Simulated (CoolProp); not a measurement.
n-hexane along the isobar 11500 kPa: fugacity coefficient from the reference equation and from simpler models built on Tc = 234.7 °C, pc = 3044 kPa, ω = 0.300; each cubic takes its own stable root.

Values from CoolProp's reference Helmholtz-energy equation of state, Thol 2019.

```
T (°C)          phase  reference
------  -------------  ---------
138.75         liquid    0.07366
151.75         liquid    0.09201
164.65         liquid     0.1126
177.55         liquid     0.1356
190.45         liquid     0.1609
203.45         liquid     0.1884
216.35         liquid     0.2176
229.25         liquid     0.2484
242.25  supercritical     0.2808
255.15  supercritical     0.3139
268.05  supercritical     0.3477
280.95  supercritical     0.3818
```

### Question
How far does each simpler model (Redlich-Kwong, Soave-Redlich-Kwong) lie from the reference over these 12 states: mean and median of the absolute difference, and the worst?

### Answer
- Redlich-Kwong: mean 17.8 %, median 15.2 %, worst +42.7 % at 138.75 °C and 11500 kPa
- Soave-Redlich-Kwong: mean 8.9 %, median 9.0 %, worst +9.1 % at 216.35 °C and 11500 kPa
